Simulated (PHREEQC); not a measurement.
Dissolve 1.4 mmol/kgw NaH2PO4, 1.3 mmol/kgw NaOH and 180 mmol/kgw NaCl at 25 °C. Closed to the air; pH follows from the charge balance.

Model: ion-association model, wateq4f.dat, run in PHREEQC.

Precipitation was switched off in this run.

Task: Order these P species by the share of P that they hold, largest first: HPO4-2, NaHPO4-, H2PO4-.

Result: HPO4-2 (84 %), NaHPO4- (9.1 %), H2PO4- (7.2 %)

The pH is 7.88 and the ionic strength 0.184 mol/kgw. Complexes and solids missing from the database can't appear. H3PO4, which wateq4f.dat lacks, is added to it with the constant of phreeqc.dat.
